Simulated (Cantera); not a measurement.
An adiabatic, constant-pressure homogeneous reactor starts with 2.84 % CH4, 0.179 % H2, 14.8 % O2, 55.7 % N2, 26.4 % CO2, at 1023 K and 1.01 bar.

Computed with Cantera and GRI-Mech 3.0 (53 species, 325 reactions).

x: mole fraction; the columns are a selection and need not sum to one.

```
t (s)     T (K)   x CH4     x H2    x O2       x O     x CH2     x NO
--------  -----  ------  -------  ------  --------  --------  -------
2.00e-6    1023  0.0284  0.00179   0.148    <1e-12    <1e-12   <1e-12
6.29e-6    1023  0.0284  0.00179   0.148    <1e-12    <1e-12   <1e-12
1.98e-5    1023  0.0284  0.00179   0.148    <1e-12    <1e-12   <1e-12
6.23e-5    1023  0.0284  0.00179   0.148    <1e-12    <1e-12   <1e-12
0.000196   1023  0.0284  0.00179   0.148  1.34e-12    <1e-12   <1e-12
0.000617   1023  0.0284  0.00179   0.148  2.78e-12    <1e-12   <1e-12
0.00194    1023  0.0284  0.00179   0.148  8.05e-12    <1e-12   <1e-12
0.00612    1023  0.0284  0.00179   0.148  3.55e-11    <1e-12   <1e-12
0.0192     1023  0.0284  0.00179   0.148  6.22e-10    <1e-12   <1e-12
0.0606     1024  0.0283  0.00178   0.148       [?]    <1e-12   <1e-12
0.191      1055  0.0242  0.00235   0.144       [?]  2.69e-10   <1e-12
0.600      1581  <1e-12  1.04e-6  0.0904       [?]    <1e-12  7.23e-7
```

Q: Some entries are withheld; supply them.

A: 
- 0.0606, x O: 3.34e-9
- 0.191, x O: 2.98e-7
- 0.600, x O: 3.48e-6
